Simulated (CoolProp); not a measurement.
Properties of methane along the isotherm 446.8 K.

Model: reference Helmholtz-energy equation of state, Setzmann 1991, in CoolProp.

```csv
p (kPa),phase,Z,isothermal compressibility (1/MPa),expansivity (1/kK),Prandtl number
1150,gas,0.9978,0.8714,2.288,0.726
2300,gas,0.9958,0.4363,2.336,0.733
3450,gas,0.9942,0.2911,2.383,0.740
4600,supercritical,0.9930,0.2183,2.428,0.747
5750,supercritical,0.9920,0.1746,2.471,0.754
6900,supercritical,0.9915,0.1453,2.511,0.761
8050,supercritical,0.9913,0.1243,2.549,0.768
9200,supercritical,0.9914,0.1084,2.584,0.775
10300,supercritical,0.9919,0.09649,2.615,0.781
11500,supercritical,0.9928,0.08602,2.646,0.789
```

Viscosity comes from a separate model (Quiñones-Cisneros 2006). Thermal conductivity comes from a separate model (Friend 1989).
